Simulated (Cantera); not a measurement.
Mixture: 6.69 % CH4, 15.1 % O2, 78.3 % N2, at 100000 Pa, adiabatic and at constant pressure. Ignition delay is the time to a rise of 400 K.

Computed with Cantera and GRI-Mech 3.0 (53 species, 325 reactions).

### Question
Predict: delay at 1275 K; delay at 1375 K; delay at 1475 K; delay at 1575 K; delay at 1675 K; apparent activation energy between 1575 and 1675 K.

### Answer
delay at 1275 K: 20.8 ms
delay at 1375 K: 5.88 ms
delay at 1475 K: 1.90 ms
delay at 1575 K: 0.719 ms
delay at 1675 K: 0.317 ms
apparent activation energy between 1575 and 1675 K: 180 kJ/mol
